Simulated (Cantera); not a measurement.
A freely propagating, adiabatic, planar premixed flame of 23.2 % H2, 16.1 % O2, 60.6 % N2, equivalence ratio 0.72, unburnt at 425 K and 293 Torr; mixture-averaged transport, grid criteria slope 0.08 and curve 0.16, no radiation.

Cantera simulation using the H2/O2 subset of GRI-Mech 3.0, which has no nitrogen chemistry; the numbers are that mechanism's predictions, not measurements. Burning velocities carry a grid error of a few per cent, more on coarse grids.

x: mole fraction of selected species; z is measured from the peak of heat release.

```
z (mm)  T (K)  u (m/s)     x H2    x O2     x H2O       x O     x HO2  x H2O2
------  -----  -------  -------  ------  --------  --------  --------  ------
-3.94     425     2.74    0.232   0.161     <1e-8     <1e-8     <1e-8   <1e-8
-2.63     425     2.74    0.232   0.161     <1e-8     <1e-8     <1e-8   <1e-8
-1.97     425     2.74    0.232   0.161     <1e-8     <1e-8     <1e-8   <1e-8
-1.31     425     2.74    0.232   0.161   2.84e-7     <1e-8   9.17e-8   <1e-8
-0.657    439     2.80    0.225   0.162  0.000516   2.27e-6  0.000118     ___
-0.328    666     4.14    0.188   0.159    0.0198  0.000160  0.000138     ___
0        1079     6.50    0.104   0.126    0.0945   0.00403   5.36e-5     ___
0.328    1370     8.17   0.0379  0.0785     0.177    0.0111   2.72e-5     ___
0.657    1517     9.00   0.0226  0.0634     0.202    0.0128   1.87e-5     ___
1.31     1665     9.80   0.0191  0.0584     0.213    0.0114   1.36e-5     ___
2.63     1809     10.6   0.0157  0.0553     0.224   0.00866   9.51e-6     ___
5.25     1933     11.2   0.0112  0.0530     0.235   0.00577   6.20e-6     ___
10.5     2026     11.6  0.00682  0.0516     0.245   0.00331   3.81e-6     ___
```

**Question.** Some entries are withheld; supply them.

**Answer.** 
- -0.657, x H2O2: 6.83e-6
- -0.328, x H2O2: 2.91e-5
- 0, x H2O2: 3.44e-6
- 0.328, x H2O2: 2.73e-6
- 0.657, x H2O2: 1.68e-6
- 1.31, x H2O2: 8.49e-7
- 2.63, x H2O2: 4.27e-7
- 5.25, x H2O2: 2.43e-7
- 10.5, x H2O2: 1.55e-7
